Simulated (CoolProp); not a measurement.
Computed with CoolProp (reference Helmholtz-energy equation of state, Akasaka 2023).

### Question
For R1336mzz(E), give the phase and the cv (kJ/(kg K)), speed of sound (m/s) at 388.4 K and 0.179 MPa; 336.4 K and 1.81 MPa; 380.4 K and 0.126 MPa.

### Answer
- 388.4 K and 0.179 MPa: gas; cv 0.847, speed of sound 141
- 336.4 K and 1.81 MPa: liquid; cv 0.901, speed of sound 406
- 380.4 K and 0.126 MPa: gas; cv 0.840, speed of sound 140
